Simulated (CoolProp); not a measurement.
Saturation properties of toluene (Tc = 318.6 °C, pc = 4126 kPa, ω = 0.266).

Computed with CoolProp (reference Helmholtz-energy equation of state, Lemmon 2006). It is a short technical equation, of lower accuracy than the large ones.

```json
[
 {"T (°C)": "197.85", "p (kPa)": "721.9", "liquid density (kg/m³)": "679.1", "enthalpy of vaporisation (kJ/kg)": "292.8", "vapour Z": "0.8410", "surface tension (mN/m)": "8.86"},
 {"T (°C)": "204.35", "p (kPa)": "809.8", "liquid density (kg/m³)": "670.4", "enthalpy of vaporisation (kJ/kg)": "286.5", "vapour Z": "0.8276", "surface tension (mN/m)": "8.25"},
 {"T (°C)": "210.85", "p (kPa)": "905.4", "liquid density (kg/m³)": "661.5", "enthalpy of vaporisation (kJ/kg)": "279.9", "vapour Z": "0.8135", "surface tension (mN/m)": "7.65"},
 {"T (°C)": "217.35", "p (kPa)": "1009", "liquid density (kg/m³)": "652.2", "enthalpy of vaporisation (kJ/kg)": "273.1", "vapour Z": "0.7985", "surface tension (mN/m)": "7.06"},
 {"T (°C)": "223.85", "p (kPa)": "1122", "liquid density (kg/m³)": "642.7", "enthalpy of vaporisation (kJ/kg)": "266.0", "vapour Z": "0.7827", "surface tension (mN/m)": "6.48"},
 {"T (°C)": "230.35", "p (kPa)": "1243", "liquid density (kg/m³)": "632.7", "enthalpy of vaporisation (kJ/kg)": "258.5", "vapour Z": "0.7660", "surface tension (mN/m)": "5.91"},
 {"T (°C)": "236.75", "p (kPa)": "1372", "liquid density (kg/m³)": "622.5", "enthalpy of vaporisation (kJ/kg)": "250.7", "vapour Z": "0.7485", "surface tension (mN/m)": "5.36"},
 {"T (°C)": "243.25", "p (kPa)": "1514", "liquid density (kg/m³)": "611.7", "enthalpy of vaporisation (kJ/kg)": "242.4", "vapour Z": "0.7297", "surface tension (mN/m)": "4.82"},
 {"T (°C)": "249.75", "p (kPa)": "1666", "liquid density (kg/m³)": "600.4", "enthalpy of vaporisation (kJ/kg)": "233.6", "vapour Z": "0.7098", "surface tension (mN/m)": "4.29"},
 {"T (°C)": "256.25", "p (kPa)": "1829", "liquid density (kg/m³)": "588.4", "enthalpy of vaporisation (kJ/kg)": "224.2", "vapour Z": "0.6885", "surface tension (mN/m)": "3.78"},
 {"T (°C)": "262.75", "p (kPa)": "2004", "liquid density (kg/m³)": "575.7", "enthalpy of vaporisation (kJ/kg)": "214.2", "vapour Z": "0.6658", "surface tension (mN/m)": "3.28"},
 {"T (°C)": "269.25", "p (kPa)": "2191", "liquid density (kg/m³)": "562.1", "enthalpy of vaporisation (kJ/kg)": "203.4", "vapour Z": "0.6415", "surface tension (mN/m)": "2.79"},
 {"T (°C)": "275.75", "p (kPa)": "2393", "liquid density (kg/m³)": "547.4", "enthalpy of vaporisation (kJ/kg)": "191.6", "vapour Z": "0.6153", "surface tension (mN/m)": "2.33"},
 {"T (°C)": "282.25", "p (kPa)": "2608", "liquid density (kg/m³)": "531.4", "enthalpy of vaporisation (kJ/kg)": "178.7", "vapour Z": "0.5868", "surface tension (mN/m)": "1.88"},
 {"T (°C)": "288.75", "p (kPa)": "2838", "liquid density (kg/m³)": "513.6", "enthalpy of vaporisation (kJ/kg)": "164.4", "vapour Z": "0.5557", "surface tension (mN/m)": "1.46"}
]
```

It boils at 110.6 °C under 1 atm.

Surface tension comes from a separate correlation (Mulero 2012).
